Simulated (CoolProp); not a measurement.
Saturation properties of methane (Tc = -82.6 °C, pc = 4.599 MPa, ω = 0.011).

Values from CoolProp's reference Helmholtz-energy equation of state, Setzmann 1991.

```csv
T (°C),p (MPa),liquid density (kg/m³),liquid cp (kJ/(kg K)),liquid viscosity (µPa s)
-157.65,0.1374,416.7,3.510,108
-153.55,0.1861,410.5,3.546,98.9
-149.45,0.2467,404.2,3.585,91.3
-145.35,0.3211,397.6,3.631,84.5
-141.25,0.4110,390.9,3.683,78.5
-137.05,0.5210,383.7,3.745,72.9
-132.95,0.6478,376.5,3.817,67.9
-128.85,0.7957,369.0,3.901,63.3
-124.75,0.9666,361.1,4.002,59.0
-120.65,1.162,352.8,4.126,54.9
-116.55,1.385,344.0,4.278,51.1
-112.45,1.637,334.7,4.472,47.5
-108.35,1.920,324.6,4.726,43.9
```

It boils at -161.5 °C under 1 atm.

Viscosity comes from a separate model (Quiñones-Cisneros 2006).
